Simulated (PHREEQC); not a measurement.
## Buffer (model solution)

Solution (20 °C): 0.0023 mol HF and 0.00039 mol Na2B4O7 per kg of water. Closed to the air; pH follows from the charge balance.

All values are PHREEQC results (ion-association model, wateq4f.dat), not measurements.

No solid was allowed to form.

Task: Estimate the pH, ionic strength.

Result: pH 3.31; ionic strength 0.00129 mol/kgw.

Task: In which forms is B present?

Result: H3BO3 92 %, BF4- 3.6 %, BF2(OH)2- 2.4 %, BF3OH- 1.6 % of the B.

Real BF4- forms and hydrolyses slowly; the run takes it at equilibrium.
